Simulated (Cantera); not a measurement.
Mixture: CH4 : O2 : N2 = 1 : 2.33 : 8.74 (molar parts), equivalence ratio 0.86, at 4.30 bar, adiabatic and at constant volume. Ignition delay is the time to a rise of 400 K.

Detailed kinetics in Cantera: GRI-Mech 3.0 (53 species, 325 reactions).

Predict: delay at 1200 K; delay at 1400 K; delay at 1600 K; delay at 1800 K; apparent activation energy between 1700 and 1900 K.


| Item | Result |
|---|---|
| delay at 1200 K | 10.3 ms |
| delay at 1400 K | 0.941 ms |
| delay at 1600 K | 0.132 ms |
| delay at 1800 K | 28.9 µs |
| apparent activation energy between 1700 and 1900 K | 180 kJ/mol |
